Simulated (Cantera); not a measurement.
Charge: 1 mol Si, 2.5 mol Cl2, 3.2 mol H2, at 350 °C and 0.100 bar.

These are equilibrium values from Cantera (NASA tables, ideal gas, pure condensed phases), not measurements of a reactor. Candidate condensed phases: Si; 19 gas species. Rates play no part.

Base state: H2 0.574, HCl 0.213, SiCl4 0.213, SiHCl3 2.66e-5 (mole fractions); condensed: gas only.

### Question
What changes in the equilibrium state with this change: Cl2 from 2.5 to 4 mol?

### Answer
```csv
species,before,after
HCl,0.213,0.645
H2,0.574,0.194
SiCl4,0.213,0.161
SiHCl3,2.66e-5,2.24e-6
```
